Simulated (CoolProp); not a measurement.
The numbers come from the reference Helmholtz-energy equation of state, Zhou 2014 in CoolProp.

### Question
For cyclohexane, give the phase and the speed of sound (m/s), isothermal compressibility (1/MPa), expansivity (1/kK), fugacity coefficient at 346.85 °C and 680 kPa.

### Answer
- 346.85 °C and 680 kPa: gas; speed of sound 243, isothermal compressibility 1.53, expansivity 1.84, fugacity coefficient 0.961
